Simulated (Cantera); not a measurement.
Feed: 1 mol Si, 2.3 mol HCl, 17 mol H₂, at 1225 °C.

These are equilibrium values from Cantera (NASA tables, ideal gas, pure condensed phases), not measurements of a reactor. Candidate condensed phases: Si; 19 gas species. Gases not in the tables: Si₂H₆ and higher silanes. Kinetics and transport are ignored.

Task: What share of the Si ends up in condensed phases as a function of P (Pa), at 10000, 26000, 67000, 170000, 450000, 1200000, 3000000?

Result: 
```
P (Pa)   Si condensed (%)     as
-------  ----------------  -----
10000                58.6  Si(s)
26000                58.1  Si(s)
67000                57.2  Si(s)
170000               55.6  Si(s)
450000               52.8  Si(s)
1200000              48.6  Si(s)
3000000              43.4  Si(s)
```
